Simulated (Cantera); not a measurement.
A freely propagating, adiabatic, planar premixed flame of H2 : O2 : N2 = 1 : 0.208 : 0.854 (molar parts), unburnt at 500 K and 825 Torr; mixture-averaged transport, grid criteria slope 0.08 and curve 0.16, no radiation.

Computed with Cantera and the H2/O2 subset of GRI-Mech 3.0, which has no nitrogen chemistry. Burning velocities carry a grid error of a few per cent, more on coarse grids.

What does this change do: 0.062 parts H2O added?


```json
[
 {"quantity": "laminar burning velocity", "before": "587 cm/s", "after": "555 cm/s"},
 {"quantity": "thermal thickness", "before": "0.384 mm", "after": "0.371 mm"},
 {"quantity": "peak x(OH)", "before": "0.00208", "after": "0.00205"},
 {"quantity": "peak x(H)", "before": "0.0707", "after": "0.0634"},
 {"quantity": "peak x(HO2)", "before": "0.000322", "after": "0.000359"}
]
```
